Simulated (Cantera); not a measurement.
An adiabatic, constant-pressure homogeneous reactor starts with CH4 : C2H6 : O2 : N2 : CO2 = 1 : 0.13 : 1.29 : 4.86 : 0.57 (molar parts), equivalence ratio 1.9, at 1273 K and 4650 Torr. Integrator tolerance rtol = 1e-08.

Detailed kinetics in Cantera: GRI-Mech 3.0 (53 species, 325 reactions).

### Question
What does this change do: pressure from 4650 Torr to 2400 Torr?

### Answer
| quantity | before | after |
|---|---|---|
| time of steepest temperature rise | 0.666 ms | 1.15 ms |
| temperature at 4.00 s | 2296 K | 2292 K |
| equilibrium temperature | 2296 K | 2292 K |
| x(CH4) at 4.00 s | 2.97e-10 (gas-phase equilibrium 3.32e-10) | 8.01e-11 (gas-phase equilibrium 8.98e-11) |
| x(C2H6) at 4.00 s | <1e-12 (gas-phase equilibrium <1e-12) | <1e-12 (gas-phase equilibrium <1e-12) |
| x(O2) at 4.00 s | 1.77e-6 (gas-phase equilibrium 1.77e-6) | 3.29e-6 (gas-phase equilibrium 3.29e-6) |
| x(H) at 4.00 s | 0.00121 (gas-phase equilibrium 0.00121) | 0.00166 (gas-phase equilibrium 0.00166) |
| x(CO) at 4.00 s | 0.156 (gas-phase equilibrium 0.156) | 0.156 (gas-phase equilibrium 0.156) |
| x(NO) at 4.00 s | 3.73e-5 (gas-phase equilibrium 3.73e-5) | 5.05e-5 (gas-phase equilibrium 5.05e-5) |
| x(H2O2) at 4.00 s | 2.35e-9 (gas-phase equilibrium 2.35e-9) | 2.28e-9 (gas-phase equilibrium 2.28e-9) |

### Question
What does this change do: constant volume in place of constant pressure?

### Answer
```json
[
 {"quantity": "time of steepest temperature rise", "before": "0.666 ms", "after": "0.603 ms"},
 {"quantity": "temperature at 4.00 s", "before": "2296 K", "after": "2582 K"},
 {"quantity": "equilibrium temperature", "before": "2296 K", "after": "2582 K"},
 {"quantity": "x(CH4) at 4.00 s", "before": "2.97e-10 (gas-phase equilibrium 3.32e-10)", "after": "4.31e-10 (gas-phase equilibrium 4.80e-10)"},
 {"quantity": "x(C2H6) at 4.00 s", "before": "<1e-12 (gas-phase equilibrium <1e-12)", "after": "<1e-12 (gas-phase equilibrium <1e-12)"},
 {"quantity": "x(O2) at 4.00 s", "before": "1.77e-6 (gas-phase equilibrium 1.77e-6)", "after": "1.53e-5 (gas-phase equilibrium 1.53e-5)"},
 {"quantity": "x(H) at 4.00 s", "before": "0.00121 (gas-phase equilibrium 0.00121)", "after": "0.00292 (gas-phase equilibrium 0.00292)"},
 {"quantity": "x(CO) at 4.00 s", "before": "0.156 (gas-phase equilibrium 0.156)", "after": "0.159 (gas-phase equilibrium 0.159)"},
 {"quantity": "x(NO) at 4.00 s", "before": "3.73e-5 (gas-phase equilibrium 3.73e-5)", "after": "0.000186 (gas-phase equilibrium 0.000186)"},
 {"quantity": "x(H2O2) at 4.00 s", "before": "2.35e-9 (gas-phase equilibrium 2.35e-9)", "after": "2.05e-8 (gas-phase equilibrium 2.05e-8)"}
]
```

### Question
What does this change do: initial temperature 1273 to 1323 K?

### Answer
```tsv
quantity	before	after
time of steepest temperature rise	0.666 ms	0.427 ms
temperature at 4.00 s	2296 K	2340 K
equilibrium temperature	2296 K	2340 K
x(CH4) at 4.00 s	2.97e-10 (gas-phase equilibrium 3.32e-10)	2.35e-10 (gas-phase equilibrium 2.63e-10)
x(C2H6) at 4.00 s	<1e-12 (gas-phase equilibrium <1e-12)	<1e-12 (gas-phase equilibrium <1e-12)
x(O2) at 4.00 s	1.77e-6 (gas-phase equilibrium 1.77e-6)	2.97e-6 (gas-phase equilibrium 2.97e-6)
x(H) at 4.00 s	0.00121 (gas-phase equilibrium 0.00121)	0.00151 (gas-phase equilibrium 0.00151)
x(CO) at 4.00 s	0.156 (gas-phase equilibrium 0.156)	0.157 (gas-phase equilibrium 0.157)
x(NO) at 4.00 s	3.73e-5 (gas-phase equilibrium 3.73e-5)	5.29e-5 (gas-phase equilibrium 5.29e-5)
x(H2O2) at 4.00 s	2.35e-9 (gas-phase equilibrium 2.35e-9)	3.41e-9 (gas-phase equilibrium 3.41e-9)
```
